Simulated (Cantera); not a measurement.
A closed system holds: 1 mol Si, 0.77 mol N2O, 97 mol N2, at 1048.15 K and 20.0 mbar.

Method: chemical equilibrium by Gibbs-energy minimisation in Cantera with the NASA 1993 tables (ideal gas, pure condensed phases). Candidate condensed phases: Si, SiO2, Si2N2O, Si3N4; 16 gas species. Mutual solubility and eutectic melting of coexisting phases are not modelled. Kinetics and transport are ignored.

Base state: N2 1.00 (mole fractions); condensed: SiO2(β-quartz) + Si2N2O(s).

Problem. What changes in the equilibrium state with this change: 0.11 mol H2O added?

Solution. 
```
species              before    after
-------------------  ------  -------
N2                     1.00    0.999
H2                        0  0.00113
SiO2(β-quartz), mol   0.180    0.253
Si2N2O(s), mol        0.410    0.373
```
Further candidate phases: H2O.

Problem. What changes in the equilibrium state with this change: Si replaced by SiC?

Solution. 
```
species              before    after
-------------------  ------  -------
N2                     1.00    0.997
CO                        0  0.00277
SiO2(β-quartz), mol   0.180        0
Si2N2O(s), mol        0.410    0.500
C(graphite), mol          0    0.730
```
Further candidate phases: C, SiC.
